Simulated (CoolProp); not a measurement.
Computed with CoolProp (reference Helmholtz-energy equation of state, Lemmon 2006). It is a short technical equation, of lower accuracy than the large ones.

Give the vapour pressure (MPa), vapour density (kg/m³), enthalpy of vaporisation (kJ/kg), liquid cp (kJ/(kg K)) of saturated acetone at 430.6, 440 K.


```json
[
 {"T (K)": "430.6", "p (MPa)": "1.32", "vapour density (kg/m³)": "28.6", "enthalpy of vaporisation (kJ/kg)": "359", "liquid cp (kJ/(kg K))": "2.72"},
 {"T (K)": "440", "p (MPa)": "1.57", "vapour density (kg/m³)": "34.7", "enthalpy of vaporisation (kJ/kg)": "340", "liquid cp (kJ/(kg K))": "2.81"}
]
```
